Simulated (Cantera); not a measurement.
Input: 1 mol BN, 1.6 mol F₂, 4.1 mol H₂, held at 1.80 Pa.

These are equilibrium values from Cantera (NASA tables, ideal gas, pure condensed phases), not measurements of a reactor. Candidate condensed phases: B, BN; 31 gas species. The tables' values for BF₂ are old estimates; treat these amounts as uncertain. Rates play no part. All values below are at 902 °C.

Base state: H₂ 0.701, BF₃ 0.175, N₂ 0.0877, HF 0.0354, BHF₂ 0.000176, BF₂ 0.000132, H 2.42e-5 (mole fractions); condensed: gas only.

### Question
What changes in the equilibrium state with this change: 0.22 mol O₂ added?

### Answer
```json
[
 {"species": "H₂", "before": "0.701", "after": "0.580"},
 {"species": "HF", "before": "0.0354", "after": "0.175"},
 {"species": "BF₃", "before": "0.175", "after": "0.0920"},
 {"species": "BOF", "before": "0", "after": "0.0709"},
 {"species": "N₂", "before": "0.0877", "after": "0.0815"},
 {"species": "H₂O", "before": "0", "after": "0.000685"},
 {"species": "HBO₂", "before": "0", "after": "7.79e-5"},
 {"species": "BHF₂", "before": "0.000176", "after": "1.55e-5"},
 {"species": "BF₂", "before": "0.000132", "after": "1.28e-5"},
 {"species": "H", "before": "2.42e-5", "after": "2.20e-5"}
]
```
Further candidate phases: B₂O₃, B₃O₃H₃, H₂O.
